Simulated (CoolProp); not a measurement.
Ethanol along the isotherm 314.65 °C: Z from the reference equation and from simpler models built on Tc = 241.6 °C, pc = 62.68 bar, ω = 0.644; each cubic takes its own stable root.

Computed with CoolProp (reference Helmholtz-energy equation of state, Schroeder 2014).

```csv
p (bar),phase,reference,Pitzer virial,Redlich-Kwong,Peng-Robinson
0.297,gas,0.9993,0.9990,0.9989,0.9989
0.463,gas,0.9988,0.9985,0.9983,0.9983
0.721,gas,0.9982,0.9977,0.9973,0.9974
1.12,gas,0.9972,0.9964,0.9959,0.9960
1.75,gas,0.9956,0.9943,0.9935,0.9937
2.72,gas,0.9932,0.9912,0.9899,0.9902
4.24,gas,0.9893,0.9862,0.9843,0.9848
6.6,gas,0.9833,0.9786,0.9754,0.9763
10.3,gas,0.9738,0.9666,0.9614,0.9629
16,gas,0.9589,0.9481,0.9394,0.9423
24.9,gas,0.9349,0.9193,0.9041,0.9099
38.8,gas,0.8952,0.8742,0.8462,0.8591
60.4,gas,0.8262,0.8041,0.7485,0.7806
94,supercritical,0.6929,0.6952,0.5818,0.6681
```
